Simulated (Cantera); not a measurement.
## Thermodynamics of silicon nitride deposition, feed SiHCl3 + NH3 + H2

Feed: 1 mol SiHCl3, 1 mol NH3, 62 mol H2, at 0.740 bar.

Equilibrium computed with Cantera from the NASA thermochemical tables; the gas is ideal and each condensed phase is pure. Candidate condensed phases: NH4Cl, Si, Si3N4; 28 gas species. Mutual solubility and eutectic melting of coexisting phases are not modelled. The tables' values for SiCl3, SiCl are old estimates; treat these amounts as uncertain. Gases not in the tables: Si2H6 and higher silanes. Kinetics and transport are ignored.

From 1175 °C to 1325 °C the condensed part is Si3N4(s). At 1375 °C the condensed part is Si(s) + Si3N4(s). From 1425 °C to 1475 °C the condensed part is Si(l) + Si3N4(s). From 1525 °C to 1675 °C the condensed part is Si(l). The main Si-bearing gas is SiCl2 throughout. The share of Si in condensed phases is highest at 1175 °C (74.6 %) and lowest at 1425 °C (67.3 %).

| T (°C) | log p H2 | log p HCl | log p N2 | log p SiCl2 | n Si3N4(s) | n Si(s) | n Si(l) |
|---|---|---|---|---|---|---|---|
| 1175 | -0.15 | -1.56 | -4.52 | -2.66 | 0.249 | 0 | 0 |
| 1225 | -0.15 | -1.56 | -4.13 | -2.61 | 0.247 | 0 | 0 |
| 1275 | -0.15 | -1.56 | -3.76 | -2.56 | 0.242 | 0 | 0 |
| 1325 | -0.15 | -1.57 | -3.45 | -2.51 | 0.234 | 0 | 0 |
| 1375 | -0.15 | -1.58 | -3.18 | -2.46 | 0.220 | 0.0125 | 0 |
| 1425 | -0.15 | -1.58 | -2.82 | -2.45 | 0.183 | 0 | 0.123 |
| 1475 | -0.15 | -1.57 | -2.44 | -2.47 | 0.0866 | 0 | 0.429 |
| 1525 | -0.15 | -1.57 | -2.25 | -2.49 | 0 | 0 | 0.704 |
| 1575 | -0.15 | -1.56 | -2.25 | -2.51 | 0 | 0 | 0.716 |
| 1625 | -0.15 | -1.56 | -2.25 | -2.53 | 0 | 0 | 0.726 |
| 1675 | -0.15 | -1.56 | -2.25 | -2.55 | 0 | 0 | 0.735 |
log p: log10 of the partial pressure in bar; n: condensed amount in mol.
